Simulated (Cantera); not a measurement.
Feed: 1 mol Al2O3, 18 mol Cl2, 9.9 mol H2, equilibrated at 0.00320 bar.

Equilibrium computed with Cantera from the NASA thermochemical tables; the gas is ideal and each condensed phase is pure. Candidate condensed phases: Al, AlCl3, Al2O3, H2O; 29 gas species. Kinetics and transport are ignored. All values below are at 1325 °C.

Base state: HCl 0.573, Cl 0.381, Cl2 0.0393, AlCl3 0.00385, O2 0.00258, H2O 0.000557, ClO 2.39e-5, OH 1.82e-5 (mole fractions); condensed: Al2O3(s).

Problem. What changes in the equilibrium state with this change: pressure from 0.00320 bar to 0.000150 bar?

Solution. 
| species | before | after |
|---|---|---|
| HCl | 0.573 | 0.551 |
| Cl | 0.381 | 0.445 |
| Cl2 | 0.0393 | 0.00252 |
| AlCl3 | 0.00385 | 0.000745 |
| H | 1.05e-6 | 1.85e-5 |
| H2 | 1.26e-6 | 1.81e-5 |
| Al2O3(s), mol | 0.934 | 0.986 |
